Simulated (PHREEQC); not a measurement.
Consider water at 43 °C with 0.47 mol/kgw HI. Closed to the air; pH follows from the charge balance.

The numbers come from PHREEQC with the ion-association model, wateq4f.dat.

No solid was allowed to form.

Estimate the pH, activity of water.

pH 0.45; activity of water 0.984.

Away from 25 °C the constants follow the database's enthalpies or fits; those with neither stay at their 25 °C values.
